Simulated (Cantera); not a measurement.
## Ammonia decomposition in nitride growth gas

An isothermal, constant-pressure homogeneous reactor starts with NH3 : N2 = 1 : 3.1 (molar parts), at 1750 K and 105 Torr.

Model: the gas-phase N/H chemistry of the illustrative SiF4/NH3 mechanism in the Surface Chemkin manual (1991), integrated in Cantera. Walls and surfaces, which speed up NH3 decomposition in real reactors, are not modelled.

| t (s) | x NH3 | x N2H2 | x N | x NH | x H2 | x NH2 |
|---|---|---|---|---|---|---|
| 0.000600 | 0.244 | 3.80e-9 | 7.67e-12 | 1.43e-8 | 9.62e-6 | 1.90e-5 |
| 0.00182 | 0.244 | 4.11e-8 | 1.24e-10 | 1.36e-7 | 3.22e-5 | 5.72e-5 |
| 0.00553 | 0.244 | 3.28e-7 | 7.91e-10 | 6.20e-7 | 0.000175 | 0.000152 |
| 0.0168 | 0.243 | 6.41e-7 | 3.55e-9 | 1.02e-6 | 0.00115 | 0.000206 |
| 0.0510 | 0.240 | 6.38e-7 | 1.17e-8 | 1.20e-6 | 0.00443 | 0.000199 |
| 0.155 | 0.232 | 6.09e-7 | 3.58e-8 | 1.51e-6 | 0.0142 | 0.000183 |
| 0.470 | 0.210 | 5.24e-7 | 7.84e-8 | 1.78e-6 | 0.0413 | 0.000159 |
| 1.43 | 0.157 | 3.48e-7 | 1.12e-7 | 1.76e-6 | 0.104 | 0.000124 |
| 4.34 | 0.0758 | 1.30e-7 | 1.17e-7 | 1.34e-6 | 0.203 | 7.21e-5 |
| 13.2 | 0.0154 | 1.62e-8 | 9.37e-8 | 6.63e-7 | 0.275 | 2.26e-5 |
| 40.0 | 0.00106 | 3.75e-10 | 3.98e-8 | 1.53e-7 | 0.293 | 2.83e-6 |
x: mole fraction; the columns are a selection and need not sum to one.

Equilibrium at this temperature and pressure: NH3 6.03e-7, N2H2 <1e-12, N 3.28e-11, NH 1.11e-10, H2 0.294, NH2 1.82e-9 (gas phase only).
